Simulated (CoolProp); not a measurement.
A single-stage vapour-compression cycle with R507A: evaporating at 312.15 K (dew point), condensing at 332.15 K (bubble point), superheat 8 K, subcooling 8 K, compressor efficiency 0.9, no pressure losses. Each further row changes one setting.

Computed with CoolProp (reference Helmholtz-energy equation of state, Lemmon 2003). It is a pseudo-pure fit of the blend.

| case | cooling COP | pressure ratio | discharge temperature (K) | refrigerating effect (kJ/kg) | volumetric capacity (kJ/m³) |
|---|---|---|---|---|---|
| as stated | 11.5 | 1.58 | 343.7 | 109 | 10400 |
| evaporating temperature 317.15 K | 15.9 | (withheld) | 342.9 | 111 | 12100 |
| condensing temperature 327.15 K | (withheld) | 1.42 | 337.7 | 118 | 11200 |
| subcooling 13 K | 12.4 | 1.58 | 343.7 | 118 | 11200 |
| superheat 18 K | (withheld) | 1.58 | (withheld) | (withheld) | (withheld) |
| compressor efficiency 0.8 | 10.2 | 1.58 | 344.4 | 109 | 10400 |

Q: Some entries are withheld; supply them.

A: 
- evaporating temperature 317.15 K, pressure ratio: 1.40
- condensing temperature 327.15 K, cooling COP: 16.2
- superheat 18 K, cooling COP: 11.6
- superheat 18 K, discharge temperature (K): 352.7
- superheat 18 K, refrigerating effect (kJ/kg): 122
- superheat 18 K, volumetric capacity (kJ/m³): 10600
